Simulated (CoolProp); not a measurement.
Saturated liquid density (kg/m³) of fluorine: the reference equation beside estimates from Tc = 144.4 K, pc = 52.40 bar, ω = 0.045. Rackett uses Z = 0.29056 − 0.08775 ω.

Computed with CoolProp (reference Helmholtz-energy equation of state, de Reuck 1990).

```tsv
T (K)	reference	Rackett	van der Waals	Peng-Robinson
113.9	1269	1289	866.0	1393
117.3	1236	1255	841.7	1345
120.8	1199	1218	814.9	1291
124.3	1159	1178	785.9	1232
127.8	1115	1135	754.2	1166
131.3	1066	1086	718.9	1093
134.7	1009	1031	679.6	1012
138.2	937.1	962.0	631.2	911.8
141.7	834.1	864.3	566.1	779.0
```

Absolute difference from the reference over all 9 rows, mean and median: Rackett 2.1 and 1.8 %, van der Waals 32.2 and 32.2 %, Peng-Robinson 5.5 and 6.3 %.
